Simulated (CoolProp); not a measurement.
A single-stage vapour-compression cycle with isobutane: evaporating at 259.15 K (dew point), condensing at 283.15 K (bubble point), superheat 5 K, subcooling 8 K, compressor efficiency 0.65, no pressure losses. Each further row changes one setting.

Computed with CoolProp (reference Helmholtz-energy equation of state, Bücker 2006).

| case | cooling COP | pressure ratio | discharge temperature (K) | refrigerating effect (kJ/kg) | volumetric capacity (kJ/m³) |
|---|---|---|---|---|---|
| as stated | (withheld) | 2.38 | 298.1 | 339 | 862 |
| evaporating temperature 264.15 K | 8.87 | 1.96 | 295.6 | 346 | 1060 |
| condensing temperature 278.15 K | (withheld) | 2.01 | 291.5 | 350 | 891 |
| subcooling 13 K | 7.00 | 2.38 | 298.1 | 350 | 891 |
| superheat 15 K | (withheld) | 2.38 | 308.2 | (withheld) | 865 |
| compressor efficiency 0.55 | 5.73 | 2.38 | 303.3 | 339 | 862 |

**Question.** What belongs in the gaps?

**Answer.** 
- as stated, cooling COP: 6.77
- condensing temperature 278.15 K, cooling COP: 8.71
- superheat 15 K, cooling COP: 6.80
- superheat 15 K, refrigerating effect (kJ/kg): 354
